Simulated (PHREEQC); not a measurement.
Consider water at 25 °C with 0.0037 mol/kgw CaSO4, 0.00029 mol/kgw NaHCO3 and 5.5e-06 mol/kgw H4SiO4. Closed to the air; pH follows from the charge balance.

All values are PHREEQC results (ion-association model, phreeqc.dat), not measurements.

```csv
quantity,before,after
pH,7.95,7.84
ionic strength (mol/kgw),0.0124,0.00145
```

Problem. What was changed between the two runs?
A) NaHCO3 from 0.00029 to 0.000145 mol/kgw
B) H4SiO4 left out
C) NaHCO3 from 0.00029 to 5.8e-05 mol/kgw
D) diluted 10-fold with water
E) CaSO4 left out

Solution. D, diluted 10-fold with water

Precipitation was switched off in this run.
